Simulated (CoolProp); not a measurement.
Saturated liquid density (kg/m³) of chloromethane (R40): the reference equation beside estimates from Tc = 418.6 K, pc = 69.29 bar, ω = 0.150. Rackett uses Z = 0.29056 − 0.08775 ω.

Computed with CoolProp (reference Helmholtz-energy equation of state, Thol 2014).

| T (K) | reference | Rackett | van der Waals | Redlich-Kwong | Soave-Redlich-Kwong | Peng-Robinson |
|---|---|---|---|---|---|---|
| 269.3 | 967.4 | 941.7 | 600.6 | 879.2 | 893.3 | 1010 |
| 276.6 | 953.8 | 929.0 | 592.6 | 865.2 | 880.2 | 995.7 |
| 283.9 | 939.9 | 916.0 | 584.4 | 850.6 | 866.4 | 980.6 |
| 291.2 | 925.7 | 902.7 | 575.9 | 835.6 | 852.1 | 964.9 |
| 298.5 | 911.1 | 889.1 | 567.1 | 820.0 | 837.2 | 948.4 |
| 305.8 | 896.0 | 875.0 | 558.0 | 803.7 | 821.6 | 931.1 |
| 313.1 | 880.5 | 860.5 | 548.5 | 786.9 | 805.2 | 912.9 |
| 320.4 | 864.5 | 845.6 | 538.7 | 769.3 | 788.1 | 893.8 |
| 327.7 | 847.8 | 830.1 | 528.5 | 750.9 | 770.1 | 873.6 |
| 335 | 830.5 | 814.0 | 517.9 | 731.7 | 751.1 | 852.2 |
| 342.3 | 812.5 | 797.2 | 506.7 | 711.6 | 731.1 | 829.5 |
| 349.6 | 793.5 | 779.6 | 494.9 | 690.4 | 709.8 | 805.3 |
| 356.9 | 773.4 | 761.0 | 482.5 | 668.0 | 687.3 | 779.4 |
| 364.2 | 752.1 | 741.3 | 469.3 | 644.2 | 663.1 | 751.6 |
| 371.5 | 729.0 | 720.2 | 455.1 | 618.8 | 637.1 | 721.5 |

Absolute difference from the reference over all 15 rows, mean and median: Rackett 2.1 and 2.2 %, van der Waals 37.7 and 37.7 %, Redlich-Kwong 11.4 and 11.0 %, Soave-Redlich-Kwong 9.3 and 8.8 %, Peng-Robinson 2.9 and 3.4 %.
